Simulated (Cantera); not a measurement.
A closed system holds: 1 mol CH3OH, 0.016 mol O2, 1.1 mol H2, equilibrated at 0.0120 bar.

Cantera equilibrium calculation (NASA polynomials, part measured and part estimated; ideal gas, pure solids and liquids). Candidate condensed phases: C, C6H6, C7H8, C8H18, H2O; 110 gas species. The numbers say what is thermodynamically allowed, not how fast it happens.

x: gas mole fraction; n: condensed amount in mol.

| T (K) | x H2 | x H2O | x CO | x CH4 | x CO2 | x H | n C(graphite) |
|---|---|---|---|---|---|---|---|
| 623 | 0.521 | 0.252 | 0.00536 | 0.166 | 0.0551 | <1e-12 | 0.365 |
| 673 | 0.658 | 0.176 | 0.0205 | 0.0792 | 0.0670 | <1e-12 | 0.479 |
| 723 | 0.731 | ___ | ___ | ___ | 0.0673 | <1e-12 | 0.448 |
| 773 | 0.754 | 0.0552 | 0.128 | 0.0145 | 0.0480 | 7.20e-12 | 0.296 |
| 823 | 0.753 | 0.0234 | 0.195 | 0.00635 | 0.0219 | 5.81e-11 | 0.121 |
| 873 | 0.750 | ___ | 0.231 | ___ | ___ | ___ | ___ |
| 923 | 0.750 | 0.00533 | 0.240 | 0.000984 | 0.00348 | 1.93e-9 | 0 |
| 973 | 0.751 | 0.00529 | 0.241 | 0.000222 | 0.00274 | 8.55e-9 | 0 |
| 1023 | 0.751 | 0.00553 | 0.242 | 5.46e-5 | 0.00233 | 3.27e-8 | 0 |
| 1073 | 0.750 | 0.00580 | 0.242 | 1.52e-5 | 0.00202 | 1.11e-7 | 0 |
| 1123 | 0.750 | 0.00603 | 0.242 | 4.73e-6 | 0.00178 | 3.37e-7 | 0 |
| 1173 | 0.750 | 0.00623 | 0.242 | 1.63e-6 | 0.00158 | 9.32e-7 | 0 |

Question: Some entries are withheld; supply them.

Answer: 
- 723, x H2O: 0.107
- 723, x CO: 0.0599
- 723, x CH4: 0.0342
- 873, x H2O: 0.00885
- 873, x CH4: 0.00303
- 873, x CO2: 0.00728
- 873, x H: 3.70e-10
- 873, n C(graphite): 0.0211
